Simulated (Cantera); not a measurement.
An isothermal, constant-pressure homogeneous reactor starts with 0.183 % CO, 3.37 % O2, 0.0434 % H2O, 96.4 % N2, equivalence ratio 0.027, at 1175 K and 5.00 bar.

Detailed kinetics in Cantera: GRI-Mech 3.0 (53 species, 325 reactions).

x: mole fraction; the columns are a selection and need not sum to one.

```csv
t (s),x CO,x O2,x H2O,x HO2,x NO2,x O
6.00e-6,0.00183,0.0337,0.000434,<1e-12,<1e-12,6.09e-11
1.51e-5,0.00183,0.0337,0.000434,<1e-12,<1e-12,1.53e-10
3.82e-5,0.00183,0.0337,0.000434,1.37e-12,<1e-12,3.84e-10
9.62e-5,0.00183,0.0337,0.000434,1.12e-11,<1e-12,9.54e-10
0.000243,0.00183,0.0337,0.000434,1.06e-10,<1e-12,2.35e-9
0.000612,0.00183,0.0337,0.000434,8.54e-10,<1e-12,5.74e-9
0.00154,0.00183,0.0337,0.000434,(withheld),<1e-12,1.44e-8
0.00389,0.00183,0.0337,0.000434,(withheld),<1e-12,5.02e-8
0.00981,0.00183,0.0337,0.000433,(withheld),<1e-12,5.64e-7
0.0247,0.00173,0.0337,0.000433,1.35e-6,5.86e-11,1.30e-6
0.0624,0.00147,0.0336,0.000433,1.26e-6,8.13e-10,1.20e-6
0.157,0.000994,0.0333,0.000433,(withheld),5.33e-9,9.59e-7
0.397,0.000398,0.0330,0.000434,(withheld),2.15e-8,5.60e-7
1.00,5.25e-5,0.0329,0.000434,(withheld),4.31e-8,1.57e-7
```

### Question
Complete the blanks.

### Answer

- 0.00154, x HO2: 5.95e-9
- 0.00389, x HO2: 4.47e-8
- 0.00981, x HO2: 6.41e-7
- 0.157, x HO2: 1.04e-6
- 0.397, x HO2: 6.41e-7
- 1.00, x HO2: 1.82e-7
